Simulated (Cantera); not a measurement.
## Adiabatic ignition

An adiabatic, constant-volume homogeneous reactor starts with 39.7 % H2, 11.0 % O2, 41.3 % N2, 7.94 % H2O, equivalence ratio 1.8, at 1325 K and 3750 Torr.

Cantera simulation using GRI-Mech 3.0 (53 species, 325 reactions); the numbers are that mechanism's predictions, not measurements. The hydrogen kinetics of GRI-Mech 3.0 are dated; newer H2 mechanisms differ, most at raised pressure.

| t (s) | T (K) | P (bar) | x H2 | x O2 | x H2O | x NO | x H2O2 | x OH | x N2O |
|---|---|---|---|---|---|---|---|---|---|
| 4.00e-6 | 1325 | 5.00 | 0.397 | 0.110 | 0.0795 | <1e-12 | 4.40e-7 | 8.61e-7 | 1.09e-11 |
| 1.66e-5 | 2937 | 10.0 | 0.192 | 0.000422 | 0.320 | 0.000114 | 3.38e-7 | 0.0101 | 1.47e-7 |
| 6.88e-5 | 2943 | 10.0 | 0.193 | 0.000379 | 0.321 | 0.000560 | 3.14e-7 | 0.00972 | 1.56e-7 |
| 0.000285 | 2939 | 10.0 | 0.193 | 0.000365 | 0.320 | 0.00132 | 3.05e-7 | 0.00953 | 1.86e-7 |
| 0.00118 | 2938 | 10.0 | 0.193 | 0.000363 | 0.320 | 0.00140 | 3.04e-7 | 0.00951 | 1.91e-7 |
| 0.00490 | 2938 | 10.0 | 0.193 | 0.000363 | 0.320 | 0.00140 | 3.04e-7 | 0.00951 | 1.91e-7 |
| 0.0203 | 2938 | 10.0 | 0.193 | 0.000363 | 0.320 | 0.00140 | 3.04e-7 | 0.00951 | 1.91e-7 |
| 0.0842 | 2938 | 10.0 | 0.193 | 0.000363 | 0.320 | 0.00140 | 3.04e-7 | 0.00951 | 1.91e-7 |
| 0.349 | 2938 | 10.0 | 0.193 | 0.000363 | 0.320 | 0.00140 | 3.04e-7 | 0.00951 | 1.91e-7 |
| 1.45 | 2938 | 10.0 | 0.193 | 0.000363 | 0.320 | 0.00140 | 3.04e-7 | 0.00951 | 1.91e-7 |
| 6.00 | 2938 | 10.0 | 0.193 | 0.000363 | 0.320 | 0.00140 | 3.04e-7 | 0.00951 | 1.91e-7 |
x: mole fraction; the columns are a selection and need not sum to one.

The time of steepest temperature rise is 8.51 µs and the temperature at 6.00 s is 2938 K. The equilibrium temperature comes out as 2938 K. The x(H2) at 6.00 s is 0.193 (gas-phase equilibrium 0.193). The x(O2) at 6.00 s comes out as 0.000363 (gas-phase equilibrium 0.000363) and the x(H2O) at 6.00 s is 0.320 (gas-phase equilibrium 0.320).
